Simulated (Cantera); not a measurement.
Charge: 1 mol SiH2Cl2, 62 mol N2, equilibrated at 0.120 bar.

These are equilibrium values from Cantera (NASA tables, ideal gas, pure condensed phases), not measurements of a reactor. Candidate condensed phases: NH4Cl, Si, Si3N4; 28 gas species. N2 is the only nitrogen source here; it is nearly inert below about 1500 K, so the nitride shown seldom forms there in practice. The tables' values for SiCl3 are old estimates; treat these amounts as uncertain. Kinetics and transport are ignored.

x: gas mole fraction; n: condensed amount in mol.

| T (K) | x N2 | x HCl | x H2 | x SiCl2 | x SiCl4 | x SiCl3 | n Si3N4(s) |
|---|---|---|---|---|---|---|---|
| 1023 | 0.971 | 0.0230 | 0.00428 | 1.17e-7 | 0.00213 | 3.44e-6 | 0.288 |
| 1123 | 0.970 | 0.0237 | 0.00396 | 2.13e-6 | 0.00196 | 1.83e-5 | 0.291 |
| 1223 | 0.970 | 0.0241 | 0.00374 | 2.36e-5 | 0.00180 | 7.30e-5 | 0.293 |
| 1323 | 0.970 | 0.0243 | 0.00363 | (withheld) | (withheld) | 0.000223 | 0.292 |
| 1423 | 0.970 | 0.0240 | 0.00380 | 0.000862 | 0.00109 | 0.000488 | 0.281 |
| 1523 | 0.969 | 0.0223 | (withheld) | (withheld) | (withheld) | 0.000649 | (withheld) |
| 1623 | 0.969 | 0.0192 | 0.00614 | 0.00510 | 0.000123 | 0.000519 | 0.212 |
| 1723 | 0.969 | 0.0153 | 0.00804 | 0.00749 | 2.54e-5 | 0.000318 | 0.167 |

Task: Fill in the missing entries.

Result: 
- 1323, x SiCl2: 0.000175
- 1323, x SiCl4: 0.00155
- 1523, x H2: 0.00458
- 1523, x SiCl2: 0.00264
- 1523, x SiCl4: 0.000477
- 1523, n Si3N4(s): 0.254
